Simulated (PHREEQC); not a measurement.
H2SO4 is added in steps, without added water, to 1 kg of water holding 0.12 mol KOH and 0.01 mol Fe(NO3)3, at 15 °C. Oxygen alone is held at its pressure in air (log pO2 = -0.68). CO2 from the air is kept out. Nothing may precipitate in this run.

Base run: PHREEQC, ion-association model, phreeqc.dat. Each further column changes one thing. The table gives Fe(OH)2+ (mol/kgw).

| H2SO4 added (mol) | base | Davies equation for every ion | all activity coefficients set to 1 | database wateq4f.dat | metal-ligand complexes left out |
|---|---|---|---|---|---|
| 0 | 1.16e-12 | 1.09e-12 | 6.51e-13 | 1.14e-12 | 1.16e-12 |
| 0.006281 | 1.64e-12 | 1.53e-12 | 9.17e-13 | 1.62e-12 | 1.64e-12 |
| 0.01047 | 2.14e-12 | 2.01e-12 | 1.20e-12 | 2.12e-12 | 2.16e-12 |
| 0.01675 | 3.48e-12 | 3.25e-12 | 1.93e-12 | 3.44e-12 | 3.51e-12 |
| 0.02303 | 6.58e-12 | 6.13e-12 | 3.62e-12 | 6.49e-12 | 6.66e-12 |
| 0.02722 | 1.16e-11 | 1.08e-11 | 6.38e-12 | 1.15e-11 | 1.18e-11 |
| 0.0335 | 4.53e-11 | 4.20e-11 | 2.47e-11 | 4.47e-11 | 4.60e-11 |
| 0.03978 | 2.35e-8 | 2.21e-8 | 1.27e-8 | 2.32e-8 | 2.39e-8 |
| 0.04397 | 0.000303 | 0.000305 | 0.000187 | 0.000303 | 0.000308 |
| 0.05025 | 0.00853 | 0.00854 | 0.00939 | 0.00853 | 0.00850 |
| 0.05653 | 0.000486 | 0.000504 | 0.00303 | 0.000486 | 0.000157 |
| 0.06072 | 5.57e-5 | 5.83e-5 | 6.77e-5 | 5.63e-5 | 5.93e-5 |
| 0.067 | 1.76e-6 | 1.82e-6 | 1.05e-6 | 1.79e-6 | 2.20e-5 |

In at least one series the solution becomes supersaturated in solids that the run did not let form, among them Fe(OH)3(a), Jarosite-K. phreeqc.dat and wateq4f.dat share most of their constants, so their agreement is no independent check.
